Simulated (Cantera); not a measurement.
A closed system holds: 1 mol SiH₄, 0.02 mol C₂H₂, 2.7 mol H₂, equilibrated at 1352 °C and 170 Pa.

Cantera equilibrium calculation (NASA polynomials, part measured and part estimated; ideal gas, pure solids and liquids). Candidate condensed phases: C, C₆H₆, C₇H₈, C₈H₁₈, Si, SiC; 87 gas species. Mutual solubility and eutectic melting of coexisting phases are not modelled. Kinetics and transport are ignored.

Base state: H₂ 0.998, H 0.00171, Si 9.58e-5 (mole fractions); condensed: Si(s) + SiC(s).

### Question
What changes in the equilibrium state with this change: pressure from 170 Pa to 2100 Pa?

### Answer
```csv
species,before,after
H₂,0.998,0.999
H,0.00171,0.000487
Si,9.58e-5,7.76e-6
"Si(s), mol",0.959,0.960
"SiC(s), mol",0.0400,0.0400
```
